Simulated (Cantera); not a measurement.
## C3H8 + H2O + N2 (carbon deposition, reforming and gasification)

Feed: 1 mol C3H8, 0.036 mol H2O, 1.8 mol N2, equilibrated at 1225 K.

These are equilibrium values from Cantera (NASA tables, ideal gas, pure condensed phases), not measurements of a reactor. Candidate condensed phases: C, C6H6, C7H8, C8H18, H2O; 136 gas species. The ideal-gas law is rough above about 30 bar. The numbers say what is thermodynamically allowed, not how fast it happens.

```csv
P (Pa),x H2,x N2,x CH4,x CO,n C(graphite)
10,0.687,0.307,6.20e-7,0.00613,2.96
160,0.687,0.307,9.92e-6,0.00613,2.96
2500,0.687,0.307,0.000155,0.00613,2.96
40000,0.684,0.307,0.00246,0.00611,2.95
630000,0.642,0.317,0.0341,0.00587,2.77
10000000,0.403,0.373,0.214,0.00415,1.95
```
x: gas mole fraction; n: condensed amount in mol.

From 10.0 Pa to 1.00e7 Pa the condensed part is C(graphite). The main C-bearing gas is CO at 10.0 Pa and CH4 at 1.00e7 Pa.
